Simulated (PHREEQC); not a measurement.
Solution (77 °C): 0.18 mol HF, 0.00023 mol CuSO4 and 0.18 mol KCl per kg of water. Closed to the air; pH follows from the charge balance.

Model: ion-association model, wateq4f.dat, run in PHREEQC.

```yaml
pH: 2.08
ionic_strength: 0.191 mol/kgw
activity_of_water: 0.991
total_alkalinity: -180 meq/kg
```

```csv
species,molality,activity,log γ
Cl-,0.180,0.124,-0.161
K+,0.180,0.124,-0.161
HF,0.149,0.156,0.019
H+,0.0107,0.00841,-0.106
H2F2,0.00784,0.00819,0.019
F-,0.00648,0.00445,-0.164
```

No solid was allowed to form. Species that the database lacks are ignored. wateq4f.dat counts part of the HF as a dimer, H2F2, which phreeqc.dat doesn't know; its constant is uncertain. At this temperature some constants are extrapolated from 25 °C, and those without enthalpy data are left unchanged.
